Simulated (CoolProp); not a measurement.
A simple Rankine cycle with propane: condensing at 293.15 K, boiler at 3.12 MPa, turbine inlet 392.9 K, turbine efficiency 0.85, pump efficiency 0.6, no recuperator. Each further row changes one setting.

Model: reference Helmholtz-energy equation of state, Lemmon 2009, in CoolProp.

```tsv
case	thermal efficiency (%)	net work (kJ/kg)	heat in (kJ/kg)	turbine exit temperature (K)	volume ratio over the turbine
as stated	11.5	56.3	491	339.3	3.84
turbine inlet 412.9 K	11.6	62.6	542	361.6	3.75
condensing temperature 285.15 K	13.0	66.3	512	331.9	4.74
boiler pressure 2.18 MPa	8.9	45.9	516	356.8	2.59
turbine efficiency 0.75	9.9	48.8	491	343.1	3.90
```
